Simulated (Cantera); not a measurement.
Input: 1 mol Si₂H₆, 0.21 mol Cl₂, 250 mol H₂, held at 1.33 mbar.

Cantera equilibrium calculation (NASA polynomials, part measured and part estimated; ideal gas, pure solids and liquids). Candidate condensed phases: Si; 19 gas species. The feed counts by its element totals alone. The numbers say what is thermodynamically allowed, not how fast it happens. All values below are at 925 K.

Base state: H₂ 0.998, HCl 0.00164 (mole fractions); condensed: Si(s).

### Question
What changes in the equilibrium state with this change: Cl₂ from 0.21 to 0.15 mol?

### Answer
| species | before | after |
|---|---|---|
| H₂ | 0.998 | 0.999 |
| HCl | 0.00164 | 0.00118 |
| Si(s), mol | 2.00 | 2.00 |
